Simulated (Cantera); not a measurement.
Charge: 1 mol CO, 0.098 mol H₂O, 23 mol N₂, held at 1000 Pa.

Method: chemical equilibrium by Gibbs-energy minimisation in Cantera with the NASA 1993 tables (ideal gas, pure condensed phases). Candidate condensed phases: C, C₆H₆, C₇H₈, C₈H₁₈, H₂O; 136 gas species. Rates play no part. All values below are at 1773 K.

Base state: N₂ 0.954, CO 0.0384, CO₂ 0.00313, H₂ 0.00306, H₂O 0.000928, H 0.000157 (mole fractions); condensed: gas only.

Task: What changes in the equilibrium state with this change: H₂O from 0.098 to 0.35 mol?

Result: 
```
species    before     after
-------  --------  --------
N₂          0.954     0.944
CO         0.0384    0.0333
CO₂       0.00313   0.00775
H₂O      0.000928   0.00660
OH        2.96e-6   1.33e-5
H₂        0.00306   0.00764
H        0.000157  0.000249
```
